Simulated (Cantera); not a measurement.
An adiabatic, constant-volume homogeneous reactor starts with 5.52 % CH₄, 0.342 % C₂H₆, 6.45 % O₂, 70.6 % N₂, 17.1 % H₂O, equivalence ratio 1.9, at 1723 K and 5.00 bar.

Model: GRI-Mech 3.0 (53 species, 325 reactions), integrated in Cantera.

### Question
Predict: time of steepest temperature rise; temperature at 9.00 s; equilibrium temperature; x(O₂) at 9.00 s; x(OH) at 9.00 s.

### Answer
- time of steepest temperature rise: 87.8 µs
- temperature at 9.00 s: 2319 K
- equilibrium temperature: 2319 K
- x(O₂) at 9.00 s: 6.44e-6 (gas-phase equilibrium 6.44e-6)
- x(OH) at 9.00 s: 0.000513 (gas-phase equilibrium 0.000513)
